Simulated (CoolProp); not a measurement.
A simple Rankine cycle with R236EA: condensing at 288.15 K, boiler at 1.38 MPa, turbine inlet 406.9 K, turbine efficiency 0.8, pump efficiency 0.6, no recuperator. Each further row changes one setting.

Model: reference Helmholtz-energy equation of state, Rui 2013, in CoolProp.

| case | thermal efficiency (%) | net work (kJ/kg) | heat in (kJ/kg) | turbine exit temperature (K) | volume ratio over the turbine |
|---|---|---|---|---|---|
| as stated | 12.8 | 33.0 | 258 | 359.1 | 9.93 |
| condensing temperature 280.15 K | 14.0 | 37.6 | 268 | 353.7 | ? |
| boiler pressure 0.966 MPa | 11.1 | ? | ? | 368.4 | ? |
| turbine efficiency 0.7 | 11.1 | 28.7 | 258 | 363.6 | 10.1 |

### Question
What belongs in the gaps?

### Answer

- condensing temperature 280.15 K, volume ratio over the turbine: 13.4
- boiler pressure 0.966 MPa, net work (kJ/kg): 29.2
- boiler pressure 0.966 MPa, heat in (kJ/kg): 263
- boiler pressure 0.966 MPa, volume ratio over the turbine: 6.71
